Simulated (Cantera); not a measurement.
A closed system holds: 1 mol Pb, a varied amount of O₂, 2.3 mol N₂, equilibrated at 28.0 mbar.

Equilibrium computed with Cantera from the NASA thermochemical tables; the gas is ideal and each condensed phase is pure. Candidate condensed phases: Pb, PbO, PbO₂, Pb₃O₄; 12 gas species. Each liquid is taken as pure. Mutual solubility and eutectic melting of coexisting phases are not modelled. Equilibrium is a limit: real reactors are often held back by kinetics, nucleation or transport.

### Question
What condenses at these points (T in K, n(O₂) in mol): (1323, 0.017); (1323, 0.061); (1173, 0.017); (1148, 0.04); (1198, 0.061)?

### Answer
```json
[
 {"T (K)": "1323", "n(O₂) in mol": "0.017", "condensed phases": "Pb", "Pb condensed (%)": "63.1"},
 {"T (K)": "1323", "n(O₂) in mol": "0.061", "condensed phases": "Pb + PbO", "Pb condensed (%)": "59.6"},
 {"T (K)": "1173", "n(O₂) in mol": "0.017", "condensed phases": "Pb + PbO", "Pb condensed (%)": "96.2"},
 {"T (K)": "1148", "n(O₂) in mol": "0.04", "condensed phases": "Pb + PbO", "Pb condensed (%)": "97.5"},
 {"T (K)": "1198", "n(O₂) in mol": "0.061", "condensed phases": "Pb + PbO", "Pb condensed (%)": "94.2"}
]
```
